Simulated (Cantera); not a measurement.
What does this Cantera script print?

```python
import numpy as np
import cantera as ct

gas_names = """
    CL CL2 H HCL H2 Si SiCL SiCL2 SiCL3 SiCL4 SiH SiHCL3 SiH2 SiH2CL2 SiH3 SiH3CL SiH4 Si2 Si3
""".split()
cond_names = """
    Si(cr) Si(L)
""".split()


# ... load() reads the species with a 1 bar reference pressure and builds the phases ...
atoms = {
    'SiHCl3': {'Si': 1, 'H': 1, 'CL': 3},
    'HCl': {'H': 1, 'CL': 1},
    'H2': {'H': 2},
}
top_T = {}  # K; cautious upper limits of use, not melting points


# ... equilibrate(T, P, feed) seeds the gas with the atoms and calls Mixture.equilibrate('TP', solver="vcs", rtol=1e-11, max_steps=5000) ...
results = []
feed = {'SiHCl3': 1, 'HCl': 1.5, 'H2': 90}  # mol
P = 10000  # Pa
for T in [873, 973, 1073, 1173, 1273, 1373, 1473, 1573]:
    mix = equilibrate(T, P, feed)
    results.append((T, P, feed, dict(zip(mix.species_names, mix.species_moles))))

top = {s: max(r[3][s] / sum(r[3][g] for g in gas_names) for r in results) for s in gas_names}
cols = sorted((s for s in top if top[s] > 0.0001), key=lambda s: -top[s])[:7]
seen = [c for c in cond_names if any(r[3].get(c, 0) > 1e-12 for r in results)]
print("log10 of partial pressures in bar; condensed amounts in mol")
print(f"{'T/K':>10s}" + "".join(f"{s[:9]:>10s}" for s in cols + seen))
for T, P, feed, n in results:
    ng = sum(n[g] for g in gas_names)
    print(f"{T:10.4g}" + "".join(f"{np.log10(max(n[s] / ng * P / 1e5, 1e-99)):10.3f}" for s in cols)
          + "".join(f"{n.get(c, 0):10.4g}" for c in seen))
```

Output:

```
log10 of partial pressures in bar; condensed amounts in mol
       T/K        H2       HCL     SiCL4     SiCL2    SiHCL3     SiCL3   SiH2CL2    Si(cr)
       873    -1.008    -3.107    -3.073    -6.583    -3.643    -5.713    -5.254         0
       973    -1.009    -3.005    -3.177    -5.047    -3.431    -4.841    -4.666         0
      1073    -1.012    -2.757    -3.334    -4.212    -3.501    -4.375    -4.601    0.1577
      1173    -1.015    -2.549    -3.659    -3.725    -3.758    -4.189    -4.751     0.381
      1273    -1.018    -2.451    -4.239    -3.471    -4.205    -4.263    -5.029     0.512
      1373    -1.019    -2.424    -4.964    -3.371    -4.758    -4.500    -5.381    0.5419
      1473    -1.019    -2.421    -5.669    -3.326    -5.294    -4.765    -5.724    0.5339
      1573    -1.019    -2.424    -6.303    -3.299    -5.776    -5.011    -6.031    0.5173
```

Equilibrium computed with Cantera from the NASA thermochemical tables; the gas is ideal and each condensed phase is pure. The tables' values for SiCl3 are old estimates; treat these amounts as uncertain.
